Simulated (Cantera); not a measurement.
A Cantera script and its output.

```python
import numpy as np
import cantera as ct

gas = ct.Solution("gri30.yaml")
gas.TPX = 1525, 550000, {'CH4': 1, 'O2': 1.11, 'N2': 4.18, 'H2O': 0.93}
reactor = ct.IdealGasConstPressureReactor(gas, energy="on", clone=False)
net = ct.ReactorNet([reactor])
net.rtol, net.atol = 1e-08, 1e-16
show = ['CH4', 'O2', 'H2O', 'CO', 'C2H2']
times = np.geomspace(2e-06, 8, 11)

steps = ct.SolutionArray(gas, extra=["t"])
rows = []
print(f"{'t/s':>10s}{'T/K':>9s}{'P/Pa':>11s}" + "".join(f"{s:>11s}" for s in show))
for t in times:
    while net.time < t:
        t_next = net.step()
        steps.append(gas.state, t=t_next)
    rows.append([np.interp(t, steps.t, y) for y in (steps.T, steps.P, *steps(*show).X.T)])
    print(f"{t:10.3e}{rows[-1][0]:9.1f}{rows[-1][1]:11.4g}" + "".join(f"{x:11.3e}" for x in rows[-1][2:]))
rate = np.gradient(steps.T, steps.t)
print("integrator steps:", len(steps.t))
if steps.T.max() > steps.T[0] + 200:
    print(f"time of steepest temperature rise: {steps.t[rate.argmax()]:.4e} s")
gas.TPX = 1525, 550000, {'CH4': 1, 'O2': 1.11, 'N2': 4.18, 'H2O': 0.93}
gas.equilibrate("HP")
print(f"equilibrium (HP): T = {gas.T:.1f} K  " + "  ".join(f"{s} {gas[s].X[0]:.3e}" for s in show))
```

It prints:

```
       t/s      T/K       P/Pa        CH4         O2        H2O         CO       C2H2
 2.000e-06   1525.0    5.5e+05  1.385e-01  1.537e-01  1.288e-01  1.362e-10  1.613e-15
 9.146e-06   1524.9    5.5e+05  1.385e-01  1.537e-01  1.288e-01  1.892e-08  1.727e-12
 4.183e-05   1525.2    5.5e+05  1.382e-01  1.536e-01  1.290e-01  4.627e-06  2.278e-09
 1.913e-04   1535.5    5.5e+05  1.349e-01  1.518e-01  1.310e-01  4.825e-04  8.670e-07
 8.747e-04   2522.2    5.5e+05  6.630e-11  2.890e-05  2.338e-01  9.435e-02  5.111e-14
 4.000e-03   2521.8    5.5e+05  6.661e-11  2.877e-05  2.337e-01  9.436e-02  5.132e-14
 1.829e-02   2521.7    5.5e+05  6.673e-11  2.873e-05  2.337e-01  9.436e-02  5.140e-14
 8.365e-02   2521.7    5.5e+05  6.673e-11  2.873e-05  2.337e-01  9.436e-02  5.140e-14
 3.825e-01   2521.7    5.5e+05  6.673e-11  2.873e-05  2.337e-01  9.436e-02  5.140e-14
 1.749e+00   2521.7    5.5e+05  6.673e-11  2.873e-05  2.337e-01  9.436e-02  5.140e-14
 8.000e+00   2521.7    5.5e+05  6.673e-11  2.873e-05  2.337e-01  9.436e-02  5.140e-14
integrator steps: 1990
time of steepest temperature rise: 4.4128e-04 s
equilibrium (HP): T = 2521.7 K  CH4 7.571e-11  O2 2.873e-05  H2O 2.337e-01  CO 9.436e-02  C2H2 5.708e-14
```

Cantera simulation using GRI-Mech 3.0 (53 species, 325 reactions); the numbers are that mechanism's predictions, not measurements.
